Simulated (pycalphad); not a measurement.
An equivalent pycalphad script:

```python
from pycalphad import Database, equilibrium, calculate, variables as v
import numpy as np
db = Database('COST507.tdb')
comps = ['SI', 'CU', 'VA']
phases = ['BCC_A2', 'CU19SI6_ETA', 'CU33SI7_DELTA', 'CU4SI_EPSILON', 'CU56SI11_GAMMA', 'DIAMOND_A4', 'FCC_A1', 'HCP_A3', 'LIQUID']
eq = equilibrium(db, comps, phases, {v.X('CU'): 0.127, v.T: np.arange(1850, 499, -25), v.P: 101325, v.N: 1}, output=['HM', 'SM'])
```

CALPHAD calculation (pycalphad, COST 507 light-alloy database (1999)), 1 atm. The database dates from 1999; later assessments differ in places, in temperatures and in the compounds included. Phase fractions are per mole of atoms. Diffusion is slow at the low end, where real alloys seldom reach equilibrium.

Results at three of the temperatures:

```
T = 1450.00 K, P = 101325 Pa, N = 1 mol of atoms
G = -59860 J/mol, H = 40378 J/mol, S = 69.13 J/(mol K)  (SER reference)
chemical potentials (J/mol): Si -54069, Cu -99661
phase             fraction      x(Si)      x(Cu)
DIAMOND_A4          0.6478     1.0000       none
LIQUID              0.3522     0.6394     0.3606
```

```
T = 1300.00 K, P = 101325 Pa, N = 1 mol of atoms
G = -50113 J/mol, H = 29883 J/mol, S = 61.54 J/(mol K)  (SER reference)
chemical potentials (J/mol): Si -45678, Cu -80602
phase             fraction      x(Si)      x(Cu)
DIAMOND_A4          0.7660     1.0000       none
LIQUID              0.2340     0.4572     0.5428
```

```
T = 900.00 K, P = 101325 Pa, N = 1 mol of atoms
G = -28290 J/mol, H = 14941 J/mol, S = 48.04 J/(mol K)  (SER reference)
chemical potentials (J/mol): Si -25785, Cu -45515
phase             fraction      x(Si)      x(Cu)
DIAMOND_A4          0.8329     1.0000       none
CU19SI6_ETA         0.1671     0.2400     0.7600
```

Changes of the phase set, refined by bisection:

| T (K) | phases above | phases below |
|---|---|---|
| 1614.6 | LIQUID | DIAMOND_A4 + LIQUID |
| 1073.7 | DIAMOND_A4 + LIQUID | CU19SI6_ETA + DIAMOND_A4 |

Database names, with the compositions (at.%) that they take in these runs: CU19SI6_ETA: Cu 76 Si 24. DIAMOND_A4 is diamond (Si). An entry "none" or "no" means that the model of the phase leaves that element out. The hcp model here describes the intermediate κ phase of Cu-Si.
